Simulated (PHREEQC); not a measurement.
Make-up at 60 °C: 0.28 mol CdCl2, 9.1e-05 mol H3BO3 and 0.0032 mol FeSO4 per kg of water. It is in equilibrium with CO2 at log p = -3.5 (atm). Otherwise closed; pH follows from the charge balance.

All values are PHREEQC results (ion-association model, wateq4f.dat), not measurements.

| quantity | before | after |
|---|---|---|
| pH | 5.06 | 3.63 |
| ionic strength (mol/kgw) | 0.260 | 0.261 |
| Fe+2 (mol/kgw) | 0.00287 | 0.00287 |
| SO4-2 (mol/kgw) | 0.00187 | 0.00185 |
| FeSO4 (mol/kgw) | 0.000110 | 0.000108 |
| CO2 (mol/kgw) | 4.90e-6 | 4.90e-6 |
| SI of Siderite (FeCO3) | -3.61 | -6.48 |
| SI of Melanterite (FeSO4:7H2O) | -4.59 | -4.59 |

**Question.** What was changed between the two runs?
A. temperature from 60 to 80 °C
B. CdCl2 left out
C. 0.021 mol/kgw NaAlO2 added
D. H3BO3 replaced by Pb(BF4)2 at the same molality

**Answer.** D, H3BO3 replaced by Pb(BF4)2 at the same molality

This is a speciation only: nothing precipitates in the calculation. Constants without temperature data keep their 25 °C values here. Real BF4- forms and hydrolyses slowly; the run takes it at equilibrium. Fluoro complexes past AlF4- and FeF3 are missing from the database.
